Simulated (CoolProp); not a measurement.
A closed Brayton cycle with carbon dioxide: compressor inlet 323.15 K and 8.9 MPa, high pressure 21.5 MPa, turbine inlet 635 K, compressor efficiency 0.85, turbine efficiency 0.85, recuperator effectiveness 0.9 (on enthalpy, no pinch check). Each further row changes one setting.

The numbers come from the reference Helmholtz-energy equation of state, Span 1996 in CoolProp.

| case | thermal efficiency (%) | net work (kJ/kg) | compressor to turbine work | compressor exit (K) | turbine exit (K) |
|---|---|---|---|---|---|
| as stated | 22.6 | 40.4 | 0.50 | 390.6 | 547.2 |
| turbine inlet 585 K | … | … | … | 390.6 | … |
| compressor inlet 333.15 K | … | 33.6 | 0.58 | 408.6 | 547.2 |
| high pressure 18.3 MPa | … | 35.6 | 0.47 | 378.0 | 563.1 |
| recuperator effectiveness 0.5 | … | 40.4 | 0.50 | 390.6 | 547.2 |

**Question.** Fill in the missing entries.

**Answer.** 
- turbine inlet 585 K, thermal efficiency (%): 19.3
- turbine inlet 585 K, net work (kJ/kg): 32.0
- turbine inlet 585 K, compressor to turbine work: 0.56
- turbine inlet 585 K, turbine exit (K): 500.2
- compressor inlet 333.15 K, thermal efficiency (%): 20.4
- high pressure 18.3 MPa, thermal efficiency (%): 22.1
- recuperator effectiveness 0.5, thermal efficiency (%): 16.0
